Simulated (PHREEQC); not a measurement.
Dissolve 78 mmol/kgw NaH2PO4 and 4.9 mmol/kgw NaOH at 25 °C. Closed to the air; pH follows from the charge balance.

The numbers come from PHREEQC with the ion-association model, wateq4f.dat.

This is a speciation only: nothing precipitates in the calculation.

### Question
Order these P species by the share of P that they hold, largest first: NaHPO4-, HPO4-2, H2PO4-.

### Answer
H2PO4- (94 %), HPO4-2 (5.9 %), NaHPO4- (0.37 %)

The pH is 5.70 and the ionic strength 0.0872 mol/kgw. Complexes and solids missing from the database can't appear. H3PO4, which wateq4f.dat lacks, is added to it with the constant of phreeqc.dat.
